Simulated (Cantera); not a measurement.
Calcination and drying: CsOH + H2O

Feed: 1 mol CsOH, 1.6 mol H2O, held at 1 atm.

These are equilibrium values from Cantera (NASA tables, ideal gas, pure condensed phases), not measurements of a reactor. Candidate condensed phases: Cs, CsOH, H2O; 15 gas species. Equilibrium is a limit: real reactors are often held back by kinetics, nucleation or transport.

From 850 K to 1050 K the condensed part is CsOH(l). From 1150 K to 2050 K nothing is condensed. The main Cs-bearing gas is Cs2(OH)2 at 850 K and CsOH at 2050 K.

```json
[
 {"T (K)": "850", "x H2O": "0.995", "x CsOH": "0.00305", "x Cs2(OH)2": "0.00216", "x Cs": "5.37e-11", "x H2": "7.45e-9", "x O2": "3.71e-9", "n CsOH(l)": "0.988"},
 {"T (K)": "950", "x H2O": "0.971", "x CsOH": "0.0209", "x Cs2(OH)2": "0.00765", "x Cs": "4.72e-9", "x H2": "8.49e-8", "x O2": "4.29e-8", "n CsOH(l)": "0.940"},
 {"T (K)": "1050", "x H2O": "0.884", "x CsOH": "0.0962", "x Cs2(OH)2": "0.0199", "x Cs": "1.76e-7", "x H2": "5.63e-7", "x O2": "3.18e-7", "n CsOH(l)": "0.754"},
 {"T (K)": "1150", "x H2O": "0.640", "x CsOH": "0.321", "x Cs2(OH)2": "0.0394", "x Cs": "3.61e-6", "x H2": "2.00e-6", "x O2": "1.85e-6", "n CsOH(l)": "0"},
 {"T (K)": "1250", "x H2O": "0.623", "x CsOH": "0.365", "x Cs2(OH)2": "0.0120", "x Cs": "1.69e-5", "x H2": "7.66e-6", "x O2": "7.77e-6", "n CsOH(l)": "0"},
 {"T (K)": "1350", "x H2O": "0.618", "x CsOH": "0.378", "x Cs2(OH)2": "0.00375", "x Cs": "5.81e-5", "x H2": "2.47e-5", "x O2": "2.57e-5", "n CsOH(l)": "0"},
 {"T (K)": "1450", "x H2O": "0.616", "x CsOH": "0.382", "x Cs2(OH)2": "0.00133", "x Cs": "0.000165", "x H2": "6.87e-5", "x O2": "7.13e-5", "n CsOH(l)": "0"},
 {"T (K)": "1550", "x H2O": "0.615", "x CsOH": "0.383", "x Cs2(OH)2": "0.000530", "x Cs": "0.000405", "x H2": "0.000168", "x O2": "0.000173", "n CsOH(l)": "0"},
 {"T (K)": "1650", "x H2O": "0.615", "x CsOH": "0.383", "x Cs2(OH)2": "0.000236", "x Cs": "0.000889", "x H2": "0.000371", "x O2": "0.000374", "n CsOH(l)": "0"},
 {"T (K)": "1750", "x H2O": "0.614", "x CsOH": "0.382", "x Cs2(OH)2": "0.000115", "x Cs": "0.00178", "x H2": "0.000748", "x O2": "0.000741", "n CsOH(l)": "0"},
 {"T (K)": "1850", "x H2O": "0.613", "x CsOH": "0.380", "x Cs2(OH)2": "6.04e-5", "x Cs": "0.00330", "x H2": "0.00140", "x O2": "0.00136", "n CsOH(l)": "0"},
 {"T (K)": "1950", "x H2O": "0.612", "x CsOH": "0.377", "x Cs2(OH)2": "3.36e-5", "x Cs": "0.00571", "x H2": "0.00246", "x O2": "0.00233", "n CsOH(l)": "0"},
 {"T (K)": "2050", "x H2O": "0.609", "x CsOH": "0.371", "x Cs2(OH)2": "1.97e-5", "x Cs": "0.00933", "x H2": "0.00410", "x O2": "0.00378", "n CsOH(l)": "0"}
]
```
x: gas mole fraction; n: condensed amount in mol.
